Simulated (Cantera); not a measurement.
Feed: 1 mol CaCO₃, a varied amount of H₂, 2 mol H₂O, at 725 °C and 255 Torr.

These are equilibrium values from Cantera (NASA tables, ideal gas, pure condensed phases), not measurements of a reactor. Candidate condensed phases: C, C₆H₆, C₇H₈, C₈H₁₈, Ca, CaCO₃, CaO, Ca(OH)₂, H₂O; 115 gas species. Rates play no part.

log p: log10 of the partial pressure in bar; n: condensed amount in mol.

```csv
n(H₂) (mol),log p H₂O,log p H₂,log p CO₂,log p CO,log p CH₄,n CaCO₃(calcite),n CaO(s)
0.73,-0.67,-1.20,-1.28,-1.97,-6.29,0.373,0.627
0.96,-0.70,-1.13,-1.28,-1.86,-5.93,0.281,0.719
1.3,-0.74,-1.05,-1.28,-1.75,-5.57,0.137,0.863
1.7,-0.78,-0.99,-1.29,-1.67,-5.27,0,1.00
2.2,-0.81,(withheld),(withheld),-1.64,(withheld),0,1.00
3,-0.86,-0.84,-1.49,-1.62,-4.67,0,1.00
3.9,(withheld),(withheld),(withheld),-1.62,(withheld),0,1.00
5.2,-0.97,-0.72,-1.74,-1.64,-4.21,0,1.00
```

Problem. Some entries are withheld; supply them.

Solution. 
- 3.9, log p H₂O: -0.91
- 3.9, log p H₂: -0.77
- 3.9, log p CO₂: -1.60
- 3.9, log p CH₄: -4.43
- 2.2, log p H₂: -0.92
- 2.2, log p CO₂: -1.37
- 2.2, log p CH₄: -4.98
